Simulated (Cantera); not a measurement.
What does this Cantera script print?

```python
import numpy as np
import cantera as ct

gas_names = [...]  # 109 gases of nasa_gas.yaml made of C, Cl, H, Si
cond_names = """
    C(gr) C6H6(L) C7H8(L) C8H18(L),n-octa Si(cr) Si(L) SiC(b)
""".split()


# ... load() reads the species with a 1 bar reference pressure and builds the phases ...
atoms = {
    'SiH2Cl2': {'Si': 1, 'H': 2, 'CL': 2},
    'C2H4': {'C': 2, 'H': 4},
    'H2': {'H': 2},
    'CH4': {'C': 1, 'H': 4},
}
top_T = {'C(gr)': 4500, 'SiC(b)': 3050}  # K; cautious upper limits of use, not melting points


# ... equilibrate(T, P, feed) seeds the gas with the atoms and calls Mixture.equilibrate('TP', solver="vcs", rtol=1e-11, max_steps=5000) ...
results = []
feed = {'SiH2Cl2': 1, 'C2H4': 1.1, 'H2': 34, 'CH4': 1.4}  # mol
P = 10000  # Pa
for T in [1123, 1223, 1323, 1423, 1523, 1623, 1723, 1823, 1923]:
    mix = equilibrate(T, P, feed)
    results.append((T, P, feed, dict(zip(mix.species_names, mix.species_moles))))

top = {s: max(r[3][s] / sum(r[3][g] for g in gas_names) for r in results) for s in gas_names}
cols = sorted((s for s in top if top[s] > 1e-05), key=lambda s: -top[s])[:9]
seen = [c for c in cond_names if any(r[3].get(c, 0) > 1e-12 for r in results)]
print("log10 of partial pressures in bar; condensed amounts in mol")
print(f"{'T/K':>10s}" + "".join(f"{s[:9]:>10s}" for s in cols + seen))
for T, P, feed, n in results:
    ng = sum(n[g] for g in gas_names)
    print(f"{T:10.4g}" + "".join(f"{np.log10(max(n[s] / ng * P / 1e5, 1e-99)):10.3f}" for s in cols)
          + "".join(f"{n.get(c, 0):10.4g}" for c in seen))
```

Result:

```
log10 of partial pressures in bar; condensed amounts in mol
       T/K        H2       HCL         H       CH4 C2H2,acet     SiCL2        CL     SiCL4    SiHCL3     C(gr)    SiC(b)
      1123    -1.023    -2.314    -7.882    -3.578    -8.680    -6.272    -9.225    -5.142    -5.616     2.496    0.9956
      1223    -1.022    -2.312    -7.033    -3.920    -7.827    -5.929    -8.388    -5.922    -6.143     2.552    0.9985
      1323    -1.022    -2.312    -6.311    -4.212    -7.105    -5.643    -7.677    -6.587    -6.592     2.576    0.9987
      1423    -1.022    -2.312    -5.689    -4.463    -6.486    -5.399    -7.066    -7.157    -6.977     2.587    0.9982
      1523    -1.022    -2.313    -5.147    -4.681    -5.949    -5.189    -6.534    -7.652    -7.310     2.593    0.9972
      1623    -1.022    -2.314    -4.671    -4.873    -5.480    -5.006    -6.067    -8.084    -7.602     2.596    0.9959
      1723    -1.022    -2.315    -4.250    -5.041    -5.065    -4.847    -5.654    -8.466    -7.860     2.595     0.994
      1823    -1.022    -2.316    -3.874    -5.191    -4.697    -4.706    -5.286    -8.808    -8.090     2.589    0.9917
      1923    -1.023    -2.318    -3.537    -5.326    -4.369    -4.583    -4.956    -9.115    -8.298     2.574    0.9885
```

Cantera equilibrium calculation (NASA polynomials, part measured and part estimated; ideal gas, pure solids and liquids).
